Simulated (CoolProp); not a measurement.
Vapour pressure (bar) of methanol: the reference equation beside estimates from Tc = 240.2 °C, pc = 82.16 bar, ω = 0.565.

The numbers come from the reference Helmholtz-energy equation of state, de Reuck 1993 in CoolProp.

| T (°C) | reference | Lee-Kesler | van der Waals | Soave-Redlich-Kwong | Peng-Robinson |
|---|---|---|---|---|---|
| 93.15 | 2.838 | 2.845 | 18.14 | 2.848 | 2.883 |
| 95.75 | 3.089 | 3.105 | 18.80 | 3.108 | 3.142 |
| 98.35 | 3.357 | 3.382 | 19.47 | 3.387 | 3.419 |
| 100.85 | 3.633 | 3.667 | 20.13 | 3.674 | 3.704 |
| 103.45 | 3.939 | 3.984 | 20.83 | 3.993 | 4.020 |
| 106.05 | 4.265 | 4.321 | 21.54 | 4.333 | 4.356 |
| 108.65 | 4.613 | 4.681 | 22.27 | 4.695 | 4.715 |
| 111.15 | 4.968 | 5.048 | 22.99 | 5.066 | 5.082 |
| 113.75 | 5.361 | 5.454 | 23.76 | 5.476 | 5.487 |
| 116.35 | 5.779 | 5.885 | 24.53 | 5.912 | 5.918 |
| 118.95 | 6.222 | 6.342 | 25.33 | 6.374 | 6.374 |

Absolute difference from the reference over all 11 rows, mean and median: Lee-Kesler 1.2 and 1.3 %, van der Waals 412.4 and 405.0 %, Soave-Redlich-Kwong 1.5 and 1.6 %, Peng-Robinson 2.1 and 2.1 %.
